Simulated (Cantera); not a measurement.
What does this Cantera script print?

```python
import numpy as np
import cantera as ct

gas_names = [...]  # 130 gases of nasa_gas.yaml made of C, H, Mg, O, S
cond_names = """
    C(gr) C6H6(L) C7H8(L) C8H18(L),n-octa H2O(s) H2O(L) H2SO4(L) Mg(cr) Mg(L) MgCO3(s) MgO(s) MgO(L)
    MgO2H2(s) MgS(s) MgSO4(s) MgSO4(L) S(cr1) S(cr2) S(L)
""".split()


# ... load() reads the species with a 1 bar reference pressure and builds the phases ...
atoms = {
    'MgSO4': {'Mg': 1, 'S': 1, 'O': 4},
    'H2': {'H': 2},
    'CO2': {'C': 1, 'O': 2},
}
top_T = {'C(gr)': 4500, 'MgS(s)': 2250}  # K; cautious upper limits of use, not melting points


# ... equilibrate(T, P, feed) seeds the gas with the atoms and calls Mixture.equilibrate('TP', solver="vcs", rtol=1e-11, max_steps=5000) ...
results = []
feed = {'MgSO4': 1, 'H2': 1, 'CO2': 0.025}  # mol
P = 18  # Pa
for T in [848, 948, 1048, 1148, 1248, 1348, 1448, 1548, 1648, 1748]:
    mix = equilibrate(T, P, feed)
    results.append((T, P, feed, dict(zip(mix.species_names, mix.species_moles))))
    x = sorted(zip(gas.X, gas.species_names), reverse=True)
    print(f"T = {T:g} K  P = {P:g} Pa  gas = {mix.phase_moles(0):.4g} mol")
    print("   x: " + "  ".join(f"{s} {v:.3e}" for v, s in x if v > 0.0001))
    print("   condensed (mol): " + ("  ".join(f"{mix.phase(i).name} {mix.phase_moles(i):.4g}"
          for i in range(1, mix.n_phases) if mix.phase_moles(i) > 1e-12) or "none"))
```

Output:

```
T = 848 K  P = 18 Pa  gas = 2.025 mol
   x: H2O 4.938e-01  SO2 4.938e-01  CO2 1.235e-02
   condensed (mol): MgO(s) 1
T = 948 K  P = 18 Pa  gas = 2.025 mol
   x: H2O 4.938e-01  SO2 4.938e-01  CO2 1.235e-02
   condensed (mol): MgO(s) 1
T = 1048 K  P = 18 Pa  gas = 2.025 mol
   x: SO2 4.938e-01  H2O 4.938e-01  CO2 1.235e-02
   condensed (mol): MgO(s) 1
T = 1148 K  P = 18 Pa  gas = 2.025 mol
   x: SO2 4.938e-01  H2O 4.938e-01  CO2 1.234e-02
   condensed (mol): MgO(s) 1
T = 1248 K  P = 18 Pa  gas = 2.025 mol
   x: SO2 4.938e-01  H2O 4.936e-01  CO2 1.234e-02  H2 1.440e-04
   condensed (mol): MgO(s) 1
T = 1348 K  P = 18 Pa  gas = 2.026 mol
   x: SO2 4.936e-01  H2O 4.932e-01  CO2 1.232e-02  H2 4.606e-04  O2 2.484e-04
   condensed (mol): MgO(s) 1
T = 1448 K  P = 18 Pa  gas = 2.027 mol
   x: SO2 4.932e-01  H2O 4.920e-01  CO2 1.226e-02  H2 1.264e-03  O2 7.138e-04  OH 2.263e-04  SO 2.026e-04
   condensed (mol): MgO(s) 1
T = 1548 K  P = 18 Pa  gas = 2.03 mol
   x: SO2 4.921e-01  H2O 4.893e-01  CO2 1.211e-02  H2 3.037e-03  O2 1.791e-03  OH 6.807e-04  SO 6.447e-04  CO 2.096e-04  H 1.265e-04
   condensed (mol): MgO(s) 1
T = 1648 K  P = 18 Pa  gas = 2.036 mol
   x: SO2 4.894e-01  H2O 4.835e-01  CO2 1.177e-02  H2 6.519e-03  O2 4.029e-03  OH 1.786e-03  SO 1.774e-03  H 5.359e-04  CO 5.085e-04  O 1.198e-04
   condensed (mol): MgO(s) 1
T = 1748 K  P = 18 Pa  gas = 2.049 mol
   x: SO2 4.836e-01  H2O 4.723e-01  H2 1.267e-02  CO2 1.112e-02  O2 8.255e-03  SO 4.315e-03  OH 4.168e-03  H 1.917e-03  CO 1.078e-03  O 4.966e-04
   condensed (mol): MgO(s) 0.9999
```

Cantera equilibrium calculation (NASA polynomials, part measured and part estimated; ideal gas, pure solids and liquids).
